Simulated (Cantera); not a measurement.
What does this Cantera script print?

```python
import numpy as np
import cantera as ct

gas_names = """
    Cu CuO Cu2 H HO2 H2 H2O H2O2 O OH O2 O3
""".split()
cond_names = """
    Cu(cr) Cu(L) CuO(s) CuO2H2(s) Cu2O(s) Cu2O(L) H2O(s) H2O(L)
""".split()


def load(file, names, dense=False):
    # The tables refer to 1 bar. Condensed volumes are neglected.
    table = {s.name: s for s in ct.Species.list_from_file(file)}
    out = []
    for n in names:
        d = dict(table[n].input_data)
        d["thermo"] = dict(d["thermo"], **{"reference-pressure": 1e5})
        if dense:
            d["equation-of-state"] = {"model": "constant-volume", "density": "1e6 g/cm^3"}
        out.append(ct.Species.from_dict(d))
    return out


gas = ct.Solution(thermo="ideal-gas", species=load("nasa_gas.yaml", gas_names))
cond = {s.name: ct.Solution(thermo="fixed-stoichiometry", species=[s], name=s.name)
        for s in load("nasa_condensed.yaml", cond_names, dense=True)}
atoms = {
    'Cu2O': {'Cu': 2, 'O': 1},
    'H2': {'H': 2},
}
top_T = {'CuO(s)': 1390}  # K; cautious upper limits of use, not melting points


def equilibrate(T, P, feed):
    n = {}
    for name, mol in feed.items():
        for a, k in atoms[name].items():
            n[a] = n.get(a, 0.0) + k * mol
    gas.TPX = T, P, n
    mass = sum(n.values()) * gas.mean_molecular_weight
    gas.equilibrate("TP")
    valid = [c for c in cond.values() if c.min_temp <= T <= top_T.get(c.name, c.max_temp)]
    mix = ct.Mixture([(gas, mass / gas.mean_molecular_weight)] + [(c, 0.0) for c in valid])
    mix.T, mix.P = T, P
    mix.equilibrate("TP", solver="vcs", rtol=1e-11, max_steps=5000)
    return mix


results = []
feed = {'Cu2O': 1, 'H2': 250}  # mol
P = 1333.22  # Pa
for T in [698, 848, 998, 1148, 1298, 1448, 1598, 1748, 1898, 2048, 2198]:
    mix = equilibrate(T, P, feed)
    results.append((T, P, feed, dict(zip(mix.species_names, mix.species_moles))))

top = {s: max(r[3][s] / sum(r[3][g] for g in gas_names) for r in results) for s in gas_names}
cols = sorted((s for s in top if top[s] > 1e-06), key=lambda s: -top[s])[:7]
seen = [c for c in cond_names if any(r[3].get(c, 0) > 1e-12 for r in results)]
print("log10 of partial pressures in bar; condensed amounts in mol")
print(f"{'T/K':>10s}" + "".join(f"{s[:9]:>10s}" for s in cols + seen))
for T, P, feed, n in results:
    ng = sum(n[g] for g in gas_names)
    print(f"{T:10.4g}" + "".join(f"{np.log10(max(n[s] / ng * P / 1e5, 1e-99)):10.3f}" for s in cols)
          + "".join(f"{n.get(c, 0):10.4g}" for c in seen))
```

Output:

```
log10 of partial pressures in bar; condensed amounts in mol
       T/K        H2         H        Cu       H2O        OH       Cu2    Cu(cr)     Cu(L)
       698    -1.877   -14.583   -18.370    -4.273   -21.087   -27.357         2         0
       848    -1.877   -11.659   -13.934    -4.273   -17.312   -21.024         2         0
       998    -1.877    -9.606   -10.842    -4.273   -14.664   -16.619         2         0
      1148    -1.877    -8.083    -8.565    -4.273   -12.703   -13.386         2         0
      1298    -1.877    -6.908    -6.822    -4.273   -11.193   -10.917     1.997         0
      1448    -1.877    -5.974    -5.479    -4.273    -9.993    -9.038         0     1.938
      1598    -1.878    -5.213    -4.413    -4.274    -9.019    -7.564         0     1.273
      1748    -1.881    -4.582    -3.976    -4.277    -8.212    -7.235         0         0
      1898    -1.883    -4.049    -3.977    -4.278    -7.531    -7.698         0         0
      2048    -1.889    -3.594    -3.980    -4.282    -6.950    -8.097         0         0
      2198    -1.901    -3.205    -3.986    -4.290    -6.450    -8.451         0         0
```

Equilibrium computed with Cantera from the NASA thermochemical tables; the gas is ideal and each condensed phase is pure.
